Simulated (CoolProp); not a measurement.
Water at several states: density (kg/m³) from the reference equation and from simpler models built on Tc = 373.9 °C, pc = 220.6 bar, ω = 0.344; each cubic takes its own stable root.

Computed with CoolProp (reference Helmholtz-energy equation of state, Wagner 2002).

| T (°C) | p (bar) | phase | reference | van der Waals | Redlich-Kwong | Soave-Redlich-Kwong | Peng-Robinson |
|---|---|---|---|---|---|---|---|
| 528.95 | 29.2 | gas | 8.044 | 8.076 | 8.082 | 8.047 | 8.079 |
| 290.65 | 133 | liquid | 741.3 | 346.9 | 481.1 | 515.1 | 583.6 |
| 427.75 | 0.49 | gas | 0.1516 | 0.1516 | 0.1516 | 0.1516 | 0.1516 |
| 262.15 | 25.2 | gas | 11.20 | 10.80 | 10.97 | 11.06 | 11.12 |
| 209.45 | 897 | liquid | 910.0 | 455.9 | 634.2 | 655.7 | 737.5 |
| 720.25 | 1.98 | gas | 0.4321 | 0.4322 | 0.4322 | 0.4321 | 0.4321 |
